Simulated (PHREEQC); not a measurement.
Dissolve 0.023 mol H2SO4 per kg of water at 30 °C. Closed to the air; pH follows from the charge balance.

Equilibrium calculation in PHREEQC: ion-association model, phreeqc.dat.

Precipitation was switched off in this run.

Estimate the pH, specific conductance.

pH 1.57; specific conductance 12700 µS/cm.

In which forms is S present?

HSO4- 63 %, SO4-2 37 % of the S.

Species that the database lacks are ignored.
